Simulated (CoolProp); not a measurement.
A closed Brayton cycle with carbon dioxide: compressor inlet 314.15 K and 8.8 MPa, high pressure 18.3 MPa, turbine inlet 630 K, compressor efficiency 0.89, turbine efficiency 0.85, recuperator effectiveness 0.9 (on enthalpy, no pinch check). Each further row changes one setting.

The numbers come from the reference Helmholtz-energy equation of state, Span 1996 in CoolProp.

```tsv
case	thermal efficiency (%)	net work (kJ/kg)	compressor to turbine work	compressor exit (K)	turbine exit (K)
as stated	[?]	44.7	0.34	355.6	557.3
turbine inlet 580 K	21.6	37.7	0.37	355.6	509.8
compressor inlet 324.15 K	[?]	[?]	0.47	380.7	557.3
high pressure 15.6 MPa	22.0	36.9	[?]	[?]	[?]
recuperator effectiveness 0.5	15.7	44.7	0.34	355.6	557.3
```

**Question.** Complete the blanks.

**Answer.** 
- as stated, thermal efficiency (%): 23.9
- compressor inlet 324.15 K, thermal efficiency (%): 22.5
- compressor inlet 324.15 K, net work (kJ/kg): 35.8
- high pressure 15.6 MPa, compressor to turbine work: 0.31
- high pressure 15.6 MPa, compressor exit (K): 346.5
- high pressure 15.6 MPa, turbine exit (K): 573.0
